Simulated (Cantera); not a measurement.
A closed system holds: 1 mol FeS₂, 3.2 mol H₂, 5.8 mol H₂O, at 1198 K and 97.5 Torr.

Method: chemical equilibrium by Gibbs-energy minimisation in Cantera with the NASA 1993 tables (ideal gas, pure condensed phases). Candidate condensed phases: Fe, FeO, Fe(OH)₂, Fe(OH)₃, FeS, FeSO₄, FeS₂, Fe₂O₃, Fe₂(SO₄)₃, Fe₃O₄, H₂O, H₂SO₄, S; 22 gas species. FeS: taken at fixed stoichiometry. Gases not in the tables: S₃ to S₇. The numbers say what is thermodynamically allowed, not how fast it happens.

Base state: H₂O 0.642, H₂ 0.250, H₂S 0.105, S₂ 0.00267, SO₂ 0.000126, SH 9.30e-5 (mole fractions); condensed: FeS(s).

What changes in the equilibrium state with this change: temperature from 1198 K to 723 K?


| species | before | after |
|---|---|---|
| H₂O | 0.642 | 0.644 |
| H₂ | 0.250 | 0.244 |
| H₂S | 0.105 | 0.111 |
| S₂ | 0.00267 | 2.31e-8 |
| SO₂ | 0.000126 | <1e-9 |
| SH | 9.30e-5 | 1.96e-9 |
| FeS(s), mol | 1.00 | 1.00 |
